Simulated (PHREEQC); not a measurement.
1 kg of water holding 36 mmol/kgw NaCl, 170 mmol/kgw Na2SO4 and 60 mmol/kgw NaOH is evaporated at 60 °C; the solids stay in contact with the brine. No CO2 enters from the air. Only these solids could form: Halite, Mirabilite, Thenardite.

Equilibrium calculation in PHREEQC: Pitzer model, pitzer.dat.

```csv
water left (kg),ionic strength,water activity,Thenardite (mol),Halite (mol),Cl in solution (mol/kgw),Na in solution (mol/kgw)
1,0.606,0.990,0,0,0.0360,0.436
0.8219,0.737,?,0,0,0.0438,0.530
0.5552,1.09,0.983,0,0,0.0648,0.785
0.4563,1.33,0.979,0,0,0.0789,0.955
0.375,1.62,0.975,0,0,0.0960,1.16
0.3082,1.97,0.970,0,0,?,1.41
0.2082,2.91,0.955,0,0,0.173,2.09
0.1711,3.54,0.946,0,0,?,2.55
0.1407,4.31,0.934,0,0,0.256,3.10
0.09502,6.38,0.901,0,0,0.379,4.59
0.07809,7.76,0.879,0,0,0.461,5.58
0.06418,8.20,?,0.0266,0,0.561,5.97
0.04335,7.82,0.853,0.0890,0,0.830,?
0.03564,7.64,0.842,0.111,0,1.01,5.99
0.0293,7.52,0.828,0.129,0,1.23,6.10
0.01979,7.65,0.784,0.152,0,1.82,6.72
0.01627,8.06,0.751,0.158,0,2.21,7.34
0.01337,8.81,0.708,0.163,0,2.69,8.27
0.01099,9.97,0.656,0.165,0,3.27,9.56
0.007426,13.0,0.548,0.168,0.00669,3.95,12.7
0.006093,14.9,0.496,0.168,0.0125,3.86,14.5
```

Some entries are withheld; supply them.


- 0.8219, water activity: 0.988
- 0.3082, Cl in solution (mol/kgw): 0.117
- 0.1711, Cl in solution (mol/kgw): 0.210
- 0.06418, water activity: 0.867
- 0.04335, Na in solution (mol/kgw): 5.95

Away from 25 °C the constants follow the database's enthalpies or fits; those with neither stay at their 25 °C values.
